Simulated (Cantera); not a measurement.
## Ignition delay

Mixture: C3H8 : O2 : N2 = 1 : 2.63 : 13 (molar parts), equivalence ratio 1.9, at 5.00 bar, adiabatic and at constant pressure. Ignition delay is the time to a rise of 400 K.

Cantera simulation using GRI-Mech 3.0 (53 species, 325 reactions); the numbers are that mechanism's predictions, not measurements. GRI-Mech 3.0 was tuned for natural gas; its chemistry of propane as a main component is partial and can be far from experiment.

```
T0 (K)  delay (ms)
------  ----------
1298         0.570
1348         0.259
1398         0.128
1448        0.0682
1498        0.0392
1548        0.0242
1598        0.0158
```

```yaml
apparent activation energy between 1498 and 1598 K: 180 kJ/mol
```
